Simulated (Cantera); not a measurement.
## Equilibrium for carbon deposition, reforming and gasification: acetone + O₂ + H₂

A closed system holds: 1 mol acetone, 0.015 mol O₂, 0.48 mol H₂, equilibrated at 13.3 mbar.

Cantera equilibrium calculation (NASA polynomials, part measured and part estimated; ideal gas, pure solids and liquids). Candidate condensed phases: C, C₆H₆, C₇H₈, C₈H₁₈, H₂O; 110 gas species. The feed counts by its element totals alone. Kinetics and transport are ignored.

```json
[
 {"T (K)": "923", "x H₂": "0.770", "x CO": "0.222", "x H": "1.86e-9", "x C₂H₂ (acetylene)": "9.18e-11", "x H₂O": "0.00353", "n C(graphite)": "1.99"},
 {"T (K)": "1123", "x H₂": "0.771", "x CO": "0.228", "x H": "3.24e-7", "x C₂H₂ (acetylene)": "1.70e-8", "x H₂O": "0.000155", "n C(graphite)": "1.97"},
 {"T (K)": "1323", "x H₂": "0.772", "x CO": "0.228", "x H": "1.21e-5", "x C₂H₂ (acetylene)": "6.37e-7", "x H₂O": "1.72e-5", "n C(graphite)": "1.97"},
 {"T (K)": "1523", "x H₂": "0.771", "x CO": "0.228", "x H": "0.000176", "x C₂H₂ (acetylene)": "9.11e-6", "x H₂O": "3.43e-6", "n C(graphite)": "1.97"},
 {"T (K)": "1723", "x H₂": "0.770", "x CO": "0.228", "x H": "0.00139", "x C₂H₂ (acetylene)": "6.97e-5", "x H₂O": "9.96e-7", "n C(graphite)": "1.97"},
 {"T (K)": "1923", "x H₂": "0.765", "x CO": "0.228", "x H": "0.00714", "x C₂H₂ (acetylene)": "0.000345", "x H₂O": "3.74e-7", "n C(graphite)": "1.97"},
 {"T (K)": "2123", "x H₂": "0.747", "x CO": "0.225", "x H": "0.0268", "x C₂H₂ (acetylene)": "0.00124", "x H₂O": "1.66e-7", "n C(graphite)": "1.96"},
 {"T (K)": "2323", "x H₂": "0.698", "x CO": "0.219", "x H": "0.0788", "x C₂H₂ (acetylene)": "0.00338", "x H₂O": "7.98e-8", "n C(graphite)": "1.94"},
 {"T (K)": "2523", "x H₂": "0.599", "x CO": "0.207", "x H": "0.186", "x C₂H₂ (acetylene)": "0.00714", "x H₂O": "3.80e-8", "n C(graphite)": "1.90"}
]
```
x: gas mole fraction; n: condensed amount in mol.

From 923 K to 2523 K the condensed part is C(graphite). The main C-bearing gas is CO throughout. The share of C in condensed phases is highest at 923 K (66.2 %) and lowest at 2523 K (63.2 %).
